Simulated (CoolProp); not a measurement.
1000 sccm (0 °C, 1 atm) of nitrogen bubbles through liquid tetrahydrofuran at 289.1 K and leaves saturated at a total pressure of 0.15 MPa (ideal gas phase). Each further row changes one setting.

The numbers come from the reference Helmholtz-energy equation of state, Fiedler 2023 in CoolProp.

```json
[
 {"case": "as stated", "vapour pressure (kPa)": "14.3", "mole fraction of vapour": "0.0955", "delivery (mg/min)": "___", "delivery (sccm)": "___", "change of delivery for a bath 1 K warmer (%)": "5.4"},
 {"case": "bath temperature 294.1 K", "vapour pressure (kPa)": "18.1", "mole fraction of vapour": "0.120", "delivery (mg/min)": "440", "delivery (sccm)": "137", "change of delivery for a bath 1 K warmer (%)": "___"},
 {"case": "total pressure 0.3 MPa", "vapour pressure (kPa)": "14.3", "mole fraction of vapour": "___", "delivery (mg/min)": "161", "delivery (sccm)": "50.2", "change of delivery for a bath 1 K warmer (%)": "5.1"}
]
```

Problem. What belongs in the gaps?

Solution. 
- as stated, delivery (mg/min): 340
- as stated, delivery (sccm): 106
- bath temperature 294.1 K, change of delivery for a bath 1 K warmer (%): 5.3
- total pressure 0.3 MPa, mole fraction of vapour: 0.0478
